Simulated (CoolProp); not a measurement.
A closed Brayton cycle with dry air: compressor inlet 307.15 K and 1.3 MPa, high pressure 4.26 MPa, turbine inlet 960 K, compressor efficiency 0.8, turbine efficiency 0.93, recuperator effectiveness 0 (on enthalpy, no pinch check). Each further row changes one setting.

Computed with CoolProp (reference Helmholtz-energy equation of state, Lemmon 2000). It is a pseudo-pure fit of the blend.

```tsv
case	thermal efficiency (%)	net work (kJ/kg)	compressor to turbine work	compressor exit (K)	turbine exit (K)
as stated	19.9	108	0.59	461.7	723.2
turbine inlet 910 K	19.3	93.8	0.63	461.7	683.7
compressor inlet 317.15 K	19.5	103	0.61	476.5	723.2
high pressure 3.62 MPa	17.8	101	0.57	437.5	752.2
recuperator effectiveness 0.5	26.7	108	0.59	461.7	723.2
```
